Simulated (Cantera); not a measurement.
An isothermal, constant-pressure homogeneous reactor starts with CH4 : CO2 = 1 : 1.8 (molar parts), at 1350 K and 82.5 Torr.

Detailed kinetics in Cantera: GRI-Mech 3.0 (53 species, 325 reactions).

Task: Predict: x(CH4) at 5.00 s; x(CO2) at 5.00 s; x(CH2CO) at 5.00 s; x(C2H2) at 5.00 s; x(C2H4) at 5.00 s.

Result: 
```json
{
 "x(CH4) at 5.00 s": "0.333 (gas-phase equilibrium 7.30e-8)",
 "x(CO2) at 5.00 s": "0.629 (gas-phase equilibrium 0.0741)",
 "x(CH2CO) at 5.00 s": "2.07e-7 (gas-phase equilibrium <1e-12)",
 "x(C2H2) at 5.00 s": "0.00691 (gas-phase equilibrium <1e-12)",
 "x(C2H4) at 5.00 s": "0.00181 (gas-phase equilibrium <1e-12)"
}
```
